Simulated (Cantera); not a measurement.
Charge: 1 mol Al, 2.6 mol HCl, 10 mol N₂, at 40.0 Pa.

Method: chemical equilibrium by Gibbs-energy minimisation in Cantera with the NASA 1993 tables (ideal gas, pure condensed phases). Candidate condensed phases: Al, AlCl₃, AlN, NH₄Cl; 20 gas species. Equilibrium is a limit: real reactors are often held back by kinetics, nucleation or transport.

### Question
Which condensed phases are stable at each of these points (T (K)): 750, 950, 1150, 1350, 1550, 1750, 1950, 2150?

### Answer
| T (K) | condensed phases | Al condensed (%) |
|---|---|---|
| 750 | AlN(s) | 36.0 |
| 950 | AlN(s) | 33.4 |
| 1150 | AlN(s) | 31.6 |
| 1350 | AlN(s) | 18.0 |
| 1550 | gas only | 0.0 |
| 1750 | gas only | 0.0 |
| 1950 | gas only | 0.0 |
| 2150 | gas only | 0.0 |

From 750 K to 1350 K the condensed part is AlN(s). From 1550 K to 2150 K nothing is condensed.
